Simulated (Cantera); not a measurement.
Input: 1 mol BCl3, 120 mol H2, at 1725 K and 0.133 bar.

Equilibrium computed with Cantera from the NASA thermochemical tables; the gas is ideal and each condensed phase is pure. Candidate condensed phases: B; 13 gas species. The tables' values for BCl, BH2, BCl2 are old estimates; treat these amounts as uncertain. Equilibrium is a limit: real reactors are often held back by kinetics, nucleation or transport.

Base state: H2 0.975, HCl 0.0245, H 0.000502, BCl 0.000174, BH2 7.26e-5, BCl2 1.01e-5 (mole fractions); condensed: B(s).

### Question
What changes in the equilibrium state with this change: pressure from 0.133 bar to 0.00133 bar?

### Answer
```json
[
 {"species": "H2", "before": "0.975", "after": "0.970"},
 {"species": "HCl", "before": "0.0245", "after": "0.0229"},
 {"species": "H", "before": "0.000502", "after": "0.00501"},
 {"species": "BCl", "before": "0.000174", "after": "0.00163"},
 {"species": "Cl", "before": "9.76e-6", "after": "9.14e-5"},
 {"species": "BCl2", "before": "1.01e-5", "after": "8.85e-6"},
 {"species": "BH2", "before": "7.26e-5", "after": "7.22e-5"},
 {"species": "B(s), mol", "before": "0.968", "after": "0.792"}
]
```
The tables' values for BCl, BH2 are old estimates; treat these amounts as uncertain.
